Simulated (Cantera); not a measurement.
Charge: 1 mol Si, 1.1 mol NF3, 1.1 mol H2, equilibrated at 998 K and 75.0 Torr.

Cantera equilibrium calculation (NASA polynomials, part measured and part estimated; ideal gas, pure solids and liquids). Candidate condensed phases: Si, Si3N4; 37 gas species. The tables' values for SiF3 are old estimates; treat these amounts as uncertain. The numbers say what is thermodynamically allowed, not how fast it happens.

Problem. What is the equilibrium state?

Solution. 
| Item | Value |
|---|---|
| x(H2) | 0.466 |
| x(SiF4) | 0.349 |
| x(N2) | 0.184 |
| x(HF) | 0.000632 |
| x(SiHF3) | 0.000538 |
| x(SiF3) | 1.51e-5 |
| x(NH3) | 8.04e-6 |
| n(Si3N4(s)) | 0.0583 mol |
| gas amount | 2.358 mol |
| log10 activity of Si(s) (absent) | -6.06 |
